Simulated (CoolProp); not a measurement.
Vapour-liquid equilibrium of benzene (1) + ethylbenzene (2) at 76.75 °C; x and y are mole fractions of (1).

The numbers come from the multi-fluid Helmholtz-energy mixture model, Thol 2012 and Zhou 2012; pair parameters Bell 2016 in CoolProp.

| x | bubble pressure, mixture model (MPa) | bubble pressure, Raoult's law (MPa) | y, mixture model | y, Raoult's law |
|---|---|---|---|---|
| 0.05 | 0.01786 | 0.01863 | 0.211 | 0.245 |
| 0.125 | 0.02262 | 0.02437 | 0.425 | 0.469 |
| 0.2 | 0.02760 | 0.03012 | [?] | 0.607 |
| 0.275 | [?] | 0.03586 | 0.672 | 0.701 |
| 0.35 | 0.03824 | 0.04160 | 0.749 | 0.769 |
| 0.425 | 0.04390 | 0.04735 | 0.808 | 0.820 |
| 0.5 | [?] | 0.05309 | 0.854 | 0.861 |
| 0.575 | 0.05580 | 0.05884 | [?] | 0.893 |
| 0.65 | [?] | 0.06458 | 0.920 | 0.920 |
| 0.725 | 0.06829 | 0.07032 | 0.944 | 0.942 |
| 0.8 | 0.07463 | 0.07607 | 0.964 | 0.961 |
| 0.875 | [?] | 0.08181 | 0.980 | 0.977 |
| 0.95 | 0.08726 | 0.08756 | [?] | 0.992 |

**Question.** Fill in the missing entries.

**Answer.** 
- 0.2, y, mixture model: 0.570
- 0.275, bubble pressure, mixture model (MPa): 0.03281
- 0.5, bubble pressure, mixture model (MPa): 0.04976
- 0.575, y, mixture model: 0.891
- 0.65, bubble pressure, mixture model (MPa): 0.06199
- 0.875, bubble pressure, mixture model (MPa): 0.08098
- 0.95, y, mixture model: 0.993

The largest gap from Raoult's law is -8.5 % in bubble pressure, at x = 0.275. No azeotrope shows between x = 0.05 and 0.95.

Pair parameters are fitted to limited data, so mixtures are less certain than the pure fluids.
